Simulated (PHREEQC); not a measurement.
Na3PO4 is added in steps, without added water, to 1 kg of water holding 0.0051 mol H2SO4, 0.00017 mol FeCl3 and 0.00028 mol CuCl2, at 25 °C. Oxygen is held at 0.21 atm. No CO2 enters from the air. Only these solids could form: Fe(OH)3(a), Strengite, Cu(OH)2, Brochantite, Antlerite, Atacamite, Cu3(PO4)2:3H2O, Jarosite-Na, Halite, Mirabilite, Chalcanthite.

Base run: PHREEQC, ion-association model, wateq4f.dat. Each further column changes one thing. The table gives pH.

```csv
Na3PO4 added (mol),base,0.0076 mol/kgw HCl added,H2SO4 from 0.0051 to 0.0102 mol/kgw,temperature from 25 to 60 °C,no solid may form
0,2.11,1.86,1.86,2.16,2.11
0.0002437,2.13,1.87,1.87,2.18,2.14
0.0004062,2.14,1.88,1.87,2.20,2.16
0.00065,2.17,1.90,1.89,2.23,2.19
0.0008938,2.20,1.92,1.91,2.26,2.22
0.001056,2.23,1.93,1.92,2.29,2.25
0.0013,2.26,1.95,1.93,2.33,2.28
0.001544,2.30,1.97,1.95,2.37,2.32
0.001706,2.32,1.98,1.96,2.39,2.34
0.00195,2.36,2.00,1.98,2.44,2.38
0.002194,2.40,2.02,2.00,2.48,2.43
0.002356,2.43,2.04,2.01,2.51,2.46
0.0026,2.48,2.06,2.03,2.57,2.51
```

H3PO4, which wateq4f.dat lacks, is added to it with the constant of phreeqc.dat. The database has no phosphate complexes of Cu. At this temperature some constants are extrapolated from 25 °C, and those without enthalpy data are left unchanged. In at least one series the solution becomes supersaturated in solids that the run did not let form, among them Strengite.
